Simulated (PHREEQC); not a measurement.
0.2 g of hydrous ferric oxide (600 m²/g; 0.2 weak and 0.005 strong sites per Fe, Dzombak-Morel constants, diffuse double layer) in 1 kg of water with 0.01 mol/kgw of an inert sodium salt and 3.2e-06 mol CaCl2 and 8.6e-07 mol Na2SeO4, at 25 °C; the pH is set by adding NaOH or the inert anion's acid. O2 is buffered at 0.21 atm. No CO2 enters from the air. Precipitation was switched off in this run.

Equilibrium calculation in PHREEQC: ion-association model, wateq4f.dat.

### Question
Predict surface charge σ (C/m²), surface potential ψ (mV) at pH = 3.5, 4, 5, 6.

### Answer
```
pH   surface charge σ (C/m²)  surface potential ψ (mV)
---  -----------------------  ------------------------
3.5                    0.274                       196
4                      0.216                       185
5                      0.113                       152
6                      0.049                       110
```

Complexes and solids missing from the database can't appear. The oxide is taken as insoluble; below pH 4 it would dissolve.
